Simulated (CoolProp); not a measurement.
Values from CoolProp's reference Helmholtz-energy equation of state, Lemmon 2006. It is a short technical equation, of lower accuracy than the large ones.

Problem. For CH3F (R41), give the phase and the speed of sound (m/s) at 84.65 °C and 3.94 bar; 84.65 °C and 34.1 bar; 84.65 °C and 144 bar.

Solution. 
- 84.65 °C and 3.94 bar: gas; speed of sound 327
- 84.65 °C and 34.1 bar: gas; speed of sound 301
- 84.65 °C and 144 bar: supercritical; speed of sound 339
